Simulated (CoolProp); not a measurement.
Carbon monoxide at 131.89 K and 6.62 MPa is throttled through a valve to 3.11 MPa with no heat exchange. Each further row changes one setting.

Model: reference Helmholtz-energy equation of state, Lemmon 2006, in CoolProp. It is a short technical equation, of lower accuracy than the large ones.

```
case                       temperature change (K)                       final phase  final density (kg/m³)
-------------------------  ----------------------  --------------------------------  ---------------------
as stated                                    -3.5                            liquid                    498
outlet pressure 0.933 MPa                   -24.0  two-phase, vapour fraction 0.359                   92.1
outlet pressure 4.04 MPa                     -2.2                            liquid                    512
```
